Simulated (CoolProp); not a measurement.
Vapour-liquid equilibrium of cyclohexane (1) + m-xylene (2) at 0.165 MPa; x and y are mole fractions of (1).

Values from CoolProp's multi-fluid Helmholtz-energy mixture model, Zhou 2014 and Zhou 2012; pair parameters Bell 2016.

```tsv
x	bubble temperature (K)	y at the bubble point	dew temperature at overall composition x (K)	liquid density (mol/L)
0.05	424.4	0.191	429.6	7.027
0.2	407.9	0.545	424.0	7.281
0.35	396.6	0.723	417.7	7.497
0.5	388.4	0.825	410.4	7.693
0.65	382.1	0.893	401.6	7.881
0.8	377.0	0.943	390.6	8.071
0.95	372.5	0.986	376.3	8.270
```

No azeotrope shows between x = 0.05 and 0.95.

The pair parameters rest on a limited set of measurements; away from them the model extrapolates.
